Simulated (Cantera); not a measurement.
Input: 1 mol TiO2, 0.11 mol Al2O3, 0.39 mol O2, equilibrated at 34.0 Pa.

These are equilibrium values from Cantera (NASA tables, ideal gas, pure condensed phases), not measurements of a reactor. Candidate condensed phases: Al, Al2O3, Ti, TiO, TiO2, Ti2O3, Ti3O5, Ti4O7; 12 gas species. Mutual solubility and eutectic melting of coexisting phases are not modelled. Condensed phases not in the tables: mixed aluminates and titanates, alloys, solid solutions and most ternary compounds. Rates play no part.

log p: log10 of the partial pressure in bar; n: condensed amount in mol.

```
T (°C)  log p O2  log p O  log p TiO2  log p TiO  n Al2O3(s)  n TiO2(rutile)
------  --------  -------  ----------  ---------  ----------  --------------
1227       -3.47    -7.13      -12.00       <-15       0.110            1.00
1302       -3.47    -6.70      -10.98       <-15       0.110            1.00
1377       -3.47    -6.32      -10.05       <-15       0.110            1.00
1452       -3.47    -5.97       -9.21     -14.38       0.110           1.000
1527       -3.47        …           …          …       0.110           1.000
1602       -3.47        …           …          …       0.110           1.000
1677       -3.48    -5.09       -7.07     -10.98       0.110           1.000
1752       -3.49    -4.84       -6.47     -10.02       0.110           1.000
1827       -3.50    -4.61       -5.91      -9.12       0.110           0.999
```

Question: What belongs in the gaps?

Answer: 
- 1527, log p O: -5.65
- 1527, log p TiO2: -8.43
- 1527, log p TiO: -13.15
- 1602, log p O: -5.36
- 1602, log p TiO2: -7.72
- 1602, log p TiO: -12.02
